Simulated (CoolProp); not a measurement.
The numbers come from the reference Helmholtz-energy equation of state, Thol 2012 in CoolProp.

### Question
For benzene, give the phase and the Z, cp (kJ/(kg K)), cv (kJ/(kg K)), speed of sound (m/s) at 231.15 °C and 2.72 MPa; 332.35 °C and 2.72 MPa; 346.85 °C and 2.72 MPa.

### Answer
- 231.15 °C and 2.72 MPa: liquid; Z 0.0837, cp 2.66, cv 1.81, speed of sound 433
- 332.35 °C and 2.72 MPa: gas; Z 0.837, cp 2.24, cv 2.00, speed of sound 223
- 346.85 °C and 2.72 MPa: gas; Z 0.853, cp 2.25, cv 2.03, speed of sound 229
